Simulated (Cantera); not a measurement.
**Equilibrium for hydrogen reduction and annealing atmospheres: FeS2 + H2**

A closed system holds: 1 mol FeS2, 98 mol H2, at 56.0 Pa.

Method: chemical equilibrium by Gibbs-energy minimisation in Cantera with the NASA 1993 tables (ideal gas, pure condensed phases). Candidate condensed phases: Fe, FeS, FeS2, S; 8 gas species. FeS: taken at fixed stoichiometry. Gases not in the tables: S3 to S7. Kinetics and transport are ignored.

From 700 K to 1300 K the condensed part is FeS(s). From 1450 K to 1600 K the condensed part is Fe(γ). From 1750 K to 1900 K nothing is condensed.

```
T (K)  log p H2  log p H  log p H2S  log p Fe  log p S2  log p S  log p SH  n FeS(s)  n Fe(γ)
-----  --------  -------  ---------  --------  --------  -------  --------  --------  -------
700       -3.26   -15.23      -5.24      <-15    -12.23     <-15    -12.50      1.00        0
850       -3.26   -12.32      -5.24      <-15     -9.89   -15.09    -10.35      1.00        0
1000      -3.26   -10.27      -5.24    -14.80     -8.24   -12.28     -8.84      1.00        0
1150      -3.26    -8.76      -5.26    -11.57     -7.04   -10.21     -7.73      1.00        0
1300      -3.26    -7.58      -5.34     -9.02     -6.27    -8.69     -6.95     1.000        0
1450      -3.26    -6.65      -5.34     -7.30     -5.51    -7.40     -6.26         0    0.991
1600      -3.26    -5.89      -5.61     -5.96     -5.42    -6.63     -5.97         0    0.806
1750      -3.27    -5.27      -5.88     -5.25     -5.44    -6.03     -5.78         0        0
1900      -3.28    -4.74      -6.16     -5.26     -5.56    -5.58     -5.67         0        0
```
log p: log10 of the partial pressure in bar; n: condensed amount in mol.
